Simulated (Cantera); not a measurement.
# Pyrogenic steam for wet oxidation

An isothermal, constant-pressure homogeneous reactor starts with H₂ : O₂ : N₂ = 0.73 : 1 : 17 (molar parts), at 825 K and 100.0 Torr.

Cantera simulation using the H2/O2 subset of GRI-Mech 3.0, which has no nitrogen chemistry; the numbers are that mechanism's predictions, not measurements. Radical loss at walls, strong at low pressure, is not modelled. Below about 950 K walls govern HO2 and H2O2 in real vessels. The temperature is held fixed by assumption; the heat of reaction is taken as removed at once.

| t (s) | x H₂ | x O₂ | x O | x H₂O₂ | x HO₂ |
|---|---|---|---|---|---|
| 0.000100 | 0.0390 | 0.0534 | <1e-12 | <1e-12 | <1e-12 |
| 0.000250 | 0.0390 | 0.0534 | <1e-12 | <1e-12 | <1e-12 |
| 0.000626 | 0.0390 | 0.0534 | <1e-12 | <1e-12 | <1e-12 |
| 0.00157 | 0.0390 | 0.0534 | <1e-12 | <1e-12 | 1.86e-12 |
| 0.00391 | 0.0390 | 0.0534 | <1e-12 | <1e-12 | 1.06e-11 |
| 0.00979 | 0.0390 | 0.0534 | 1.16e-11 | <1e-12 | 1.90e-10 |
| 0.0245 | 0.0390 | 0.0534 | 6.09e-9 | 8.85e-11 | 1.02e-7 |
| 0.0613 | 0.00653 | 0.0377 | 4.56e-5 | 1.96e-7 | 6.33e-6 |
| 0.153 | 0.00250 | 0.0358 | 4.45e-6 | 8.93e-7 | 4.98e-6 |
| 0.383 | 0.00185 | 0.0355 | 4.61e-7 | 3.51e-6 | 4.11e-6 |
| 0.959 | 0.00173 | 0.0354 | 9.53e-8 | 8.67e-6 | 3.04e-6 |
| 2.40 | 0.00158 | 0.0353 | 8.22e-8 | 1.49e-5 | 2.92e-6 |
| 6.00 | 0.00128 | 0.0352 | 6.73e-8 | 1.89e-5 | 2.65e-6 |
x: mole fraction; the columns are a selection and need not sum to one.

Equilibrium at this temperature and pressure: H₂ <1e-12, O₂ 0.0346, O <1e-12, H₂O₂ <1e-12, HO₂ 3.09e-12 (gas phase only).
